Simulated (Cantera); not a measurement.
# Thermodynamics of hydrogen reduction and annealing atmospheres, feed SiO2 + H2 + H2O

Charge: 1 mol SiO2, 130 mol H2, 1 mol H2O, held at 1773 K and 300000 Pa.

Method: chemical equilibrium by Gibbs-energy minimisation in Cantera with the NASA 1993 tables (ideal gas, pure condensed phases). Candidate condensed phases: H2O, Si, SiO2; 18 gas species. The tables hold silica as quartz up to 1696 K and as liquid above; real silica turns to tridymite and cristobalite and melts near 1996 K. Gases not in the tables: Si(OH)4. Kinetics and transport are ignored.

| Item | Value |
|---|---|
| x(H2) | 0.992 |
| x(H2O) | 0.00769 |
| x(H) | 0.000164 |
| x(SiO) | 5.53e-5 |
| n(SiO2(condensed)) | 0.993 mol |
| gas amount | 131.0 mol |
| log10 activity of Si(l) (absent) | -4.54 |
